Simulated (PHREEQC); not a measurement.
0.75 g of hydrous ferric oxide (600 m²/g; 0.2 weak and 0.005 strong sites per Fe, Dzombak-Morel constants, diffuse double layer) in 1 kg of water with 0.005 mol/kgw of an inert sodium salt, at 25 °C; the pH is set by adding NaOH or the inert anion's acid. O2 is buffered at 0.21 atm. No CO2 enters from the air. Precipitation was switched off in this run.

Base run: PHREEQC, ion-association model, wateq4f.dat. Each further column changes one thing. The table gives surface charge σ (C/m²).

```json
[
 {"pH": "3", "base": "0.307", "background salt from 0.005 to 0.0005 mol/kgw": "0.254", "oxide from 0.75 to 3.8 g/kgw": "0.320", "0.0055 mol/kgw SrCl2 added": "___"},
 {"pH": "4", "base": "0.186", "background salt from 0.005 to 0.0005 mol/kgw": "0.108", "oxide from 0.75 to 3.8 g/kgw": "0.201", "0.0055 mol/kgw SrCl2 added": "0.255"},
 {"pH": "5", "base": "0.091", "background salt from 0.005 to 0.0005 mol/kgw": "0.041", "oxide from 0.75 to 3.8 g/kgw": "0.097", "0.0055 mol/kgw SrCl2 added": "0.144"},
 {"pH": "5.5", "base": "0.060", "background salt from 0.005 to 0.0005 mol/kgw": "0.024", "oxide from 0.75 to 3.8 g/kgw": "0.063", "0.0055 mol/kgw SrCl2 added": "0.100"},
 {"pH": "6.5", "base": "0.023", "background salt from 0.005 to 0.0005 mol/kgw": "___", "oxide from 0.75 to 3.8 g/kgw": "0.023", "0.0055 mol/kgw SrCl2 added": "0.043"},
 {"pH": "7.5", "base": "0.006", "background salt from 0.005 to 0.0005 mol/kgw": "0.002", "oxide from 0.75 to 3.8 g/kgw": "0.006", "0.0055 mol/kgw SrCl2 added": "0.014"},
 {"pH": "8.5", "base": "-0.004", "background salt from 0.005 to 0.0005 mol/kgw": "-0.001", "oxide from 0.75 to 3.8 g/kgw": "-0.004", "0.0055 mol/kgw SrCl2 added": "___"},
 {"pH": "9", "base": "-0.009", "background salt from 0.005 to 0.0005 mol/kgw": "-0.003", "oxide from 0.75 to 3.8 g/kgw": "-0.009", "0.0055 mol/kgw SrCl2 added": "-0.001"},
 {"pH": "10", "base": "-0.031", "background salt from 0.005 to 0.0005 mol/kgw": "-0.012", "oxide from 0.75 to 3.8 g/kgw": "-0.031", "0.0055 mol/kgw SrCl2 added": "-0.002"},
 {"pH": "11", "base": "-0.082", "background salt from 0.005 to 0.0005 mol/kgw": "___", "oxide from 0.75 to 3.8 g/kgw": "-0.085", "0.0055 mol/kgw SrCl2 added": "-0.002"}
]
```

Q: What belongs in the gaps?

A: 
- 3, 0.0055 mol/kgw SrCl2 added: 0.344
- 6.5, background salt from 0.005 to 0.0005 mol/kgw: 0.008
- 8.5, 0.0055 mol/kgw SrCl2 added: 0.000
- 11, background salt from 0.005 to 0.0005 mol/kgw: -0.050

The oxide is taken as insoluble; below pH 4 it would dissolve.
